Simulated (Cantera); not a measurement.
Charge: 1 mol SiH₄, 3.1 mol H₂O, 17 mol H₂, equilibrated at 21.0 Pa.

Equilibrium computed with Cantera from the NASA thermochemical tables; the gas is ideal and each condensed phase is pure. Candidate condensed phases: H₂O, Si, SiO₂; 18 gas species. The tables hold silica as quartz up to 1696 K and as liquid above; real silica turns to tridymite and cristobalite and melts near 1996 K. Kinetics and transport are ignored. All values below are at 1650 K.

Base state: H₂ 0.931, H₂O 0.0562, SiO 0.00690, H 0.00605, OH 1.65e-5 (mole fractions); condensed: SiO₂(β-quartz).

Task: What changes in the equilibrium state with this change: SiH₄ replaced by SiF₄?

Result: 
| species | before | after |
|---|---|---|
| H₂ | 0.931 | 0.754 |
| HF | 0 | 0.179 |
| H₂O | 0.0562 | 0.0550 |
| SiO | 0.00690 | 0.00571 |
| H | 0.00605 | 0.00544 |
| OH | 1.65e-5 | 1.80e-5 |
| SiO₂(β-quartz), mol | 0.846 | 0.873 |
